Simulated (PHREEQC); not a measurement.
Make-up at 25 °C: 0.38 mol K2CO3 and 0.0002 mol H4SiO4 per kg of water. Closed to the air; pH follows from the charge balance.

Model: ion-association model, wateq4f.dat, run in PHREEQC.

| quantity | before | after |
|---|---|---|
| pH | 11.54 | 11.51 |
| ionic strength (mol/kgw) | 1.13 | 1.13 |
| HCO3- (mol/kgw) | 0.00623 | 0.00667 |
| H2SiO4-2 (mol/kgw) | 1.46e-5 | 6.86e-5 |
| H4SiO4 (mol/kgw) | 1.63e-6 | 8.79e-6 |
| SI of Quartz (SiO2) | -1.68 | -0.95 |

**Question.** What was changed between the two runs?
A) diluted 100-fold with water
B) temperature from 25 to 65 °C
C) K2CO3 from 0.38 to 0.038 mol/kgw
D) temperature from 25 to 30 °C
E) H4SiO4 from 0.0002 to 0.001 mol/kgw

**Answer.** E, H4SiO4 from 0.0002 to 0.001 mol/kgw

Precipitation was switched off in this run. The ionic strength passes 0.7 mol/kgw, the rough limit of the ion-association models, in every such run.
